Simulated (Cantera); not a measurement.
**Premixed flame**

A freely propagating, adiabatic, planar premixed flame of CO : H₂ : CH₄ : O₂ : N₂ : CO₂ = 1 : 0.062 : 0.76 : 1.37 : 5.14 : 0.95 (molar parts), unburnt at 550 K and 1.00 bar; mixture-averaged transport, grid criteria slope 0.08 and curve 0.16, no radiation.

Cantera simulation using GRI-Mech 3.0 (53 species, 325 reactions); the numbers are that mechanism's predictions, not measurements. Burning velocities carry a grid error of a few per cent, more on coarse grids.

| z (mm) | T (K) | u (m/s) | x CO | x H₂ | x CH₄ | x CH₃ | x C₂H | x CH₂O |
|---|---|---|---|---|---|---|---|---|
| -1.50 | 551 | 0.567 | 0.108 | 0.00843 | 0.0817 | <1e-8 | <1e-8 | 2.40e-7 |
| -1.00 | 555 | 0.573 | 0.107 | 0.0110 | 0.0811 | 3.98e-8 | <1e-8 | 3.31e-6 |
| -0.751 | 571 | 0.591 | 0.107 | 0.0138 | 0.0798 | 2.46e-7 | <1e-8 | 1.90e-5 |
| -0.501 | 662 | 0.689 | 0.108 | 0.0186 | 0.0737 | 5.44e-6 | <1e-8 | 0.000153 |
| -0.250 | 1048 | 1.10 | 0.117 | 0.0255 | 0.0493 | 0.000278 | <1e-8 | 0.000693 |
| -0.125 | 1390 | 1.47 | 0.127 | 0.0288 | 0.0266 | 0.00137 | <1e-8 | 0.000740 |
| 0 | 1696 | 1.80 | 0.136 | 0.0292 | 0.00667 | 0.00165 | 1.49e-7 | 0.000393 |
| 0.125 | 1826 | 1.94 | 0.133 | 0.0257 | 0.000599 | 0.000298 | 1.71e-7 | 6.92e-5 |
| 0.250 | 1861 | 1.97 | 0.127 | 0.0238 | 3.11e-5 | 1.99e-5 | 2.23e-8 | 4.61e-6 |
| 0.501 | 1889 | 1.99 | 0.122 | 0.0237 | 1.03e-7 | 7.95e-8 | <1e-8 | 1.90e-8 |
| 1.00 | 1919 | 2.01 | 0.121 | 0.0238 | <1e-8 | <1e-8 | <1e-8 | <1e-8 |
| 2.00 | 1948 | 2.04 | 0.121 | 0.0236 | <1e-8 | <1e-8 | <1e-8 | <1e-8 |
| 4.01 | 1970 | 2.06 | 0.121 | 0.0235 | <1e-8 | <1e-8 | <1e-8 | <1e-8 |
x: mole fraction of selected species; z is measured from the peak of heat release.

```yaml
laminar_burning_velocity: 56.5 cm/s
thermal_thickness: 0.501 mm
peak x(CH₃): 0.00194
peak x(C₂H): 2.42e-7
peak x(CH₂O): 0.000774
grid_points: 140
```
